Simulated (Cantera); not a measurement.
Input (Python, Cantera) and output of one run.

```python
import numpy as np
import cantera as ct

gas_names = [...]  # 151 gases of nasa_gas.yaml made of C, H, N, O, Si
cond_names = """
    C(gr) C6H6(L) C7H8(L) C8H18(L),n-octa H2O(s) H2O(L) Si(cr) Si(L) SiC(b) SiO2(Lqz) SiO2(hqz) SiO2(L)
    Si2N2O(s) Si3N4(a)
""".split()


# ... load() reads the species with a 1 bar reference pressure and builds the phases ...
atoms = {
    'TEOS': {'Si': 1, 'C': 8, 'H': 20, 'O': 4},
    'N2O': {'N': 2, 'O': 1},
    'N2': {'N': 2},
}
top_T = {'C(gr)': 4500, 'SiC(b)': 3050, 'Si2N2O(s)': 2100, 'Si3N4(a)': 2400}  # K; cautious upper limits of use, not melting points


# ... equilibrate(T, P, feed) seeds the gas with the atoms and calls Mixture.equilibrate('TP', solver="vcs", rtol=1e-11, max_steps=5000) ...
results = []
feed = {'TEOS': 1, 'N2O': 2.7, 'N2': 2.4}  # mol
P = 100000  # Pa
for T in [1373, 1398, 1423, 1448, 1473, 1498, 1523, 1548, 1573, 1598, 1623, 1648, 1673]:
    mix = equilibrate(T, P, feed)
    results.append((T, P, feed, dict(zip(mix.species_names, mix.species_moles))))

top = {s: max(r[3][s] / sum(r[3][g] for g in gas_names) for r in results) for s in gas_names}
cols = sorted((s for s in top if top[s] > 1e-06), key=lambda s: -top[s])[:5]
seen = [c for c in cond_names if any(r[3].get(c, 0) > 1e-12 for r in results)]
print("log10 of partial pressures in bar; condensed amounts in mol")
print(f"{'T/K':>10s}" + "".join(f"{s[:9]:>10s}" for s in cols + seen))
for T, P, feed, n in results:
    ng = sum(n[g] for g in gas_names)
    print(f"{T:10.4g}" + "".join(f"{np.log10(max(n[s] / ng * P / 1e5, 1e-99)):10.3f}" for s in cols)
          + "".join(f"{n.get(c, 0):10.4g}" for c in seen))
```

Output:

```
log10 of partial pressures in bar; condensed amounts in mol
       T/K        H2        CO        N2       CH4       HCN     C(gr) SiO2(hqz) Si2N2O(s)
      1373    -0.299    -0.625    -0.588    -2.895    -3.845     3.285         1         0
      1398    -0.298    -0.625    -0.589    -2.956    -3.755     3.285         1         0
      1423    -0.298    -0.625    -0.589    -3.016    -3.668     3.285         1         0
      1448    -0.298    -0.625    -0.589    -3.073    -3.584     3.285         1         0
      1473    -0.298    -0.625    -0.589    -3.128    -3.503     3.285         1         0
      1498    -0.310    -0.565    -0.626    -3.206    -3.450     2.438    0.4351    0.2824
      1523    -0.319    -0.526    -0.655    -3.276    -3.394     1.786         0    0.4999
      1548    -0.319    -0.526    -0.655    -3.326    -3.321     1.784         0    0.4999
      1573    -0.319    -0.526    -0.656    -3.374    -3.250     1.783         0    0.4998
      1598    -0.319    -0.526    -0.656    -3.421    -3.182     1.781         0    0.4997
      1623    -0.319    -0.526    -0.656    -3.467    -3.115     1.779         0    0.4995
      1648    -0.319    -0.526    -0.656    -3.511    -3.051     1.777         0    0.4992
      1673    -0.319    -0.526    -0.656    -3.554    -2.989     1.774         0    0.4988
```

Method: chemical equilibrium by Gibbs-energy minimisation in Cantera with the NASA 1993 tables (ideal gas, pure condensed phases). The feed counts by its element totals alone. Mutual solubility and eutectic melting of coexisting phases are not modelled. The tables hold silica as quartz up to 1696 K and as liquid above; real silica turns to tridymite and cristobalite and melts near 1996 K.
